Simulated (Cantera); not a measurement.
Ignition delay

Mixture: C₃H₈ : O₂ : N₂ = 1 : 2.94 : 12.6 (molar parts), at 1.00 bar, adiabatic and at constant volume. Ignition delay is the time to a rise of 400 K.

Detailed kinetics in Cantera: GRI-Mech 3.0 (53 species, 325 reactions). GRI-Mech 3.0 was tuned for natural gas; its chemistry of propane as a main component is partial and can be far from experiment.

```csv
T0 (K),delay (ms)
1250,2.42
1325,0.683
1400,0.240
1475,0.103
1550,0.0521
```

| Item | Result |
|---|---|
| apparent activation energy between 1400 and 1550 K | 180 kJ/mol |
